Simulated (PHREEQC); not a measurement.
PHREEQC input (ion-association model, phreeqc.dat):

```
SOLUTION 0
  temp 15
  units mmol/kgw
  pH 7 charge
  Cl 1.81
  K 1.8
SOLUTION 1-40
  temp 15
  units mmol/kgw
  pH 7 charge
  Cl 7.61
  Mn(2) 3.8
END
EXCHANGE 1-40
  X 0.001
  -equilibrate 1
END
SELECTED_OUTPUT 1
  -reset false
  -pH true
  -pe true
  -ionic_strength true
  -water true
  -step true
  -totals Cl K Mn Mn(2) Mn(3)
  -molalities MnX2 KX
  -saturation_indices Pyrochroite Sylvite
PRINT
  -reset false
TRANSPORT
  -cells 40
  -shifts 160
  -lengths 0.005
  -time_step 720
  -dispersivities 0.007
  -boundary_conditions flux flux
  -correct_disp true
  -punch_cells 40
  -punch_frequency 5
END
```

Selected output (columns that matter, 17 of 33 rows; pore volumes added in front):

```
pore volumes	pH	mu	Cl	K	Mn	m_MnX2	m_KX	si_Pyrochroite	si_Sylvite
0	5.0404	0.011258	0.00761	0	0.0038	0.0005	0	-7.7246	-1000
0.2625	5.0404	0.011258	0.00761	6.5047e-12	0.0038	0.0005	3.1179e-13	-7.7246	-14.252
0.5125	5.0403	0.011196	0.0075706	7.0419e-06	0.0037768	0.00049983	3.3851e-07	-7.727	-8.22
0.7625	5.038	0.0095864	0.0065441	0.00022532	0.0031544	0.00049411	1.1771e-05	-7.7979	-6.7713
1.0125	5.0316	0.0060275	0.0042977	0.00073885	0.0017744	0.00047484	5.0316e-05	-8.0285	-6.42
1.2625	5.0252	0.0034805	0.0027062	0.0011207	0.00078773	0.00044469	0.00011063	-8.3632	-6.4228
1.5125	5.0215	0.0024258	0.002063	0.0013175	0.00036775	0.00040883	0.00018234	-8.6845	-6.4612
1.7625	5.0201	0.0020793	0.0018712	0.0014398	0.00021071	0.00037412	0.00025176	-8.9228	-6.4616
2.0125	5.0197	0.0019649	0.0018234	0.001527	0.00014319	0.00034458	0.00031084	-9.0894	-6.446
2.2625	5.0194	0.001919	0.0018127	0.0015876	0.00010755	0.00032026	0.00035948	-9.2131	-6.4312
2.5125	5.0193	0.0018952	0.0018105	0.0016291	8.5706e-05	0.00030002	0.00039995	-9.3115	-6.4202
2.7625	5.0193	0.0018802	0.0018101	0.0016582	7.0973e-05	0.00028283	0.00043434	-9.3933	-6.4125
3.0125	5.0192	0.0018697	0.00181	0.0016793	6.0383e-05	0.00026793	0.00046415	-9.4633	-6.4069
3.2625	5.0192	0.0018618	0.00181	0.0016952	5.241e-05	0.00025478	0.00049044	-9.5248	-6.4027
3.5125	5.0192	0.0018556	0.00181	0.0017076	4.619e-05	0.00024302	0.00051395	-9.5796	-6.3994
3.7625	5.0191	0.0018507	0.00181	0.0017176	4.1202e-05	0.00023238	0.00053524	-9.6291	-6.3968
4.0125	5.0191	0.0018467	0.00181	0.0017258	3.7108e-05	0.00022265	0.00055469	-9.6745	-6.3947
```
